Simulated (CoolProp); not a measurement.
Model: reference Helmholtz-energy equation of state, Guder 2009, in CoolProp.

**Question.** For sulfur hexafluoride, give the phase and the speed of sound (m/s), Joule-Thomson coefficient (K/MPa), viscosity (µPa s), Prandtl number at 543.5 K and 0.177 MPa; 316.7 K and 0.0549 MPa; 339.7 K and 0.0125 MPa.

**Answer.** 
- 543.5 K and 0.177 MPa: gas; speed of sound 181, Joule-Thomson coefficient 1.99, viscosity 25.5, Prandtl number 0.755
- 316.7 K and 0.0549 MPa: gas; speed of sound 140, Joule-Thomson coefficient 7.84, viscosity 16.1, Prandtl number 0.777
- 339.7 K and 0.0125 MPa: gas; speed of sound 145, Joule-Thomson coefficient 6.48, viscosity 17.1, Prandtl number 0.772

Viscosity comes from a separate model (Quiñones-Cisneros 2012). Thermal conductivity comes from a separate model (Assael 2012).
